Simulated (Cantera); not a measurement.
**Equilibrium for silicon etching in halogen gases: Si + HCl + N2 + NF3**

Charge: 1 mol Si, 7 mol HCl, 11 mol N2, 1.5 mol NF3, held at 777 °C and 133 Pa.

Cantera equilibrium calculation (NASA polynomials, part measured and part estimated; ideal gas, pure solids and liquids). Candidate condensed phases: NH4Cl, Si, Si3N4; 49 gas species. Rates play no part.

```
Item                                 Result
--------------------------------  ---------
x(N2)                                 0.587
x(HCl)                                0.325
x(SiF4)                              0.0499
x(HF)                                0.0250
x(Cl2)                               0.0113
x(Cl)                               0.00231
gas amount                        20.02 mol
log10 activity of Si(s) (absent)     -27.59
```
